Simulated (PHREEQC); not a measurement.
Dissolve 3.3 mmol/kgw Cu(BF4)2 and 110 mmol/kgw HCl at 20 °C. Closed to the air; pH follows from the charge balance.

Computed with PHREEQC (ion-association model, phreeqc.dat).

This is a speciation only: nothing precipitates in the calculation.

Order these B species by the share of B that they hold, largest first: BF4-, BF2(OH)2-, BF3OH-, H3BO3.

BF4- (70 %), H3BO3 (27 %), BF3OH- (3.1 %), BF2(OH)2- (0.48 %)

Order these Cu species by the share of Cu that they hold, largest first: CuCl2, CuCl+, Cu+2.

Cu+2 (92 %), CuCl+ (8.1 %), CuCl2 (0.25 %)

The pH is 1.05 and the ionic strength 0.118 mol/kgw. Real BF4- forms and hydrolyses slowly; the run takes it at equilibrium.
